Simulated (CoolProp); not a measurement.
The numbers come from the reference Helmholtz-energy equation of state, Schmidt 1985 in CoolProp.

Q: For oxygen, give the phase and the density (kg/m³), cp (kJ/(kg K)), expansivity (1/kK), viscosity (µPa s) at 134.4 K and 17500 kPa.

A: 
- 134.4 K and 17500 kPa: liquid; density 969, cp 1.74, expansivity 5.45, viscosity 96.0

Viscosity comes from a separate model (Lemmon 2004).
